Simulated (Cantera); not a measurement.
What does this Cantera script print?

```python
import numpy as np
import cantera as ct

gas_names = """
    CL CL2 H HCL H2 Si SiCL SiCL2 SiCL3 SiCL4 SiH SiHCL3 SiH2 SiH2CL2 SiH3 SiH3CL SiH4 Si2 Si3
""".split()
cond_names = """
    Si(cr) Si(L)
""".split()


def load(file, names, dense=False):
    # The tables refer to 1 bar. Condensed volumes are neglected.
    table = {s.name: s for s in ct.Species.list_from_file(file)}
    out = []
    for n in names:
        d = dict(table[n].input_data)
        d["thermo"] = dict(d["thermo"], **{"reference-pressure": 1e5})
        if dense:
            d["equation-of-state"] = {"model": "constant-volume", "density": "1e6 g/cm^3"}
        out.append(ct.Species.from_dict(d))
    return out


gas = ct.Solution(thermo="ideal-gas", species=load("nasa_gas.yaml", gas_names))
cond = {s.name: ct.Solution(thermo="fixed-stoichiometry", species=[s], name=s.name)
        for s in load("nasa_condensed.yaml", cond_names, dense=True)}
atoms = {
    'SiHCl3': {'Si': 1, 'H': 1, 'CL': 3},
    'H2': {'H': 2},
}
top_T = {}  # K; cautious upper limits of use, not melting points


def equilibrate(T, P, feed):
    n = {}
    for name, mol in feed.items():
        for a, k in atoms[name].items():
            n[a] = n.get(a, 0.0) + k * mol
    gas.TPX = T, P, n
    mass = sum(n.values()) * gas.mean_molecular_weight
    gas.equilibrate("TP")
    valid = [c for c in cond.values() if c.min_temp <= T <= top_T.get(c.name, c.max_temp)]
    mix = ct.Mixture([(gas, mass / gas.mean_molecular_weight)] + [(c, 0.0) for c in valid])
    mix.T, mix.P = T, P
    mix.equilibrate("TP", solver="vcs", rtol=1e-11, max_steps=5000)
    return mix


results = []
feed = {'SiHCl3': 1, 'H2': 84}  # mol
P = 133.322  # Pa
for T in [925, 1025, 1125, 1225, 1325, 1425, 1525, 1625, 1725]:
    mix = equilibrate(T, P, feed)
    results.append((T, P, feed, dict(zip(mix.species_names, mix.species_moles))))

top = {s: max(r[3][s] / sum(r[3][g] for g in gas_names) for r in results) for s in gas_names}
cols = sorted((s for s in top if top[s] > 1e-06), key=lambda s: -top[s])[:8]
seen = [c for c in cond_names if any(r[3].get(c, 0) > 1e-12 for r in results)]
print("log10 of partial pressures in bar; condensed amounts in mol")
print(f"{'T/K':>10s}" + "".join(f"{s[:9]:>10s}" for s in cols + seen))
for T, P, feed, n in results:
    ng = sum(n[g] for g in gas_names)
    print(f"{T:10.4g}" + "".join(f"{np.log10(max(n[s] / ng * P / 1e5, 1e-99)):10.3f}" for s in cols)
          + "".join(f"{n.get(c, 0):10.4g}" for c in seen))
```

It prints:

```
log10 of partial pressures in bar; condensed amounts in mol
       T/K        H2       HCL         H     SiCL4     SiCL2    SiHCL3        Si     SiCL3    Si(cr)     Si(L)
       925    -2.884    -4.723   -11.026    -5.258    -6.402    -5.858   -17.649    -6.629    0.5139         0
      1025    -2.888    -4.467    -9.805    -5.784    -5.795    -6.270   -15.181    -6.449    0.7322         0
      1125    -2.889    -4.400    -8.797    -6.785    -5.585    -7.034   -13.154    -6.730    0.8032         0
      1225    -2.889    -4.397    -7.951    -7.833    -5.517    -7.831   -11.461    -7.124     0.797         0
      1325    -2.889    -4.401    -7.231    -8.748    -5.475    -8.527   -10.025    -7.479    0.7816         0
      1425    -2.889    -4.406    -6.611    -9.537    -5.443    -9.127    -8.793    -7.788    0.7662         0
      1525    -2.890    -4.411    -6.071   -10.223    -5.418    -9.648    -7.724    -8.057    0.7507         0
      1625    -2.890    -4.416    -5.597   -10.825    -5.398   -10.106    -6.788    -8.295    0.7266         0
      1725    -2.892    -4.418    -5.177   -11.374    -5.407   -10.531    -5.993    -8.526         0     0.665
```

These are equilibrium values from Cantera (NASA tables, ideal gas, pure condensed phases), not measurements of a reactor. The tables' values for SiCl3, SiCl are old estimates; treat these amounts as uncertain. Gases not in the tables: Si2H6 and higher silanes.
